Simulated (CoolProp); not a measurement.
Vapour-liquid equilibrium of ethylene (1) + ethane (2) at -132.45 °C; x and y are mole fractions of (1).

Values from CoolProp's multi-fluid Helmholtz-energy mixture model, Smukala 2000 and Bücker 2006; pair parameters Bell 2016.

```csv
x,bubble pressure (kPa),y at the bubble point,dew pressure at overall composition x (kPa),liquid density (mol/L)
0.05,4.681,0.169,4.249,19.90
0.2,6.181,0.462,4.808,20.15
0.35,7.449,0.628,5.519,20.41
0.5,[?],0.745,6.440,[?]
0.65,9.796,0.839,7.653,20.96
0.8,10.99,[?],9.277,21.25
0.95,12.21,0.981,11.58,21.54
```

### Question
Complete the blanks.

### Answer

- 0.5, bubble pressure (kPa): 8.628
- 0.5, liquid density (mol/L): 20.68
- 0.8, y at the bubble point: 0.917

No azeotrope shows between x = 0.05 and 0.95.

The pair parameters rest on a limited set of measurements; away from them the model extrapolates.
